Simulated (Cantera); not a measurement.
Input: 1 mol SiO2, 1.7 mol C, 4 mol N2, at 34.0 mbar.

These are equilibrium values from Cantera (NASA tables, ideal gas, pure condensed phases), not measurements of a reactor. Candidate condensed phases: C, Si, SiC, SiO2, Si2N2O, Si3N4; 34 gas species. Kinetics and transport are ignored.

**Question.** At 1600 K, list the 3 most abundant gas species with their mole fractions, and the condensed phases.

**Answer.** N2 0.700, CO 0.300, SiO 0.000507. Condensed: C(graphite) + Si2N2O(s).
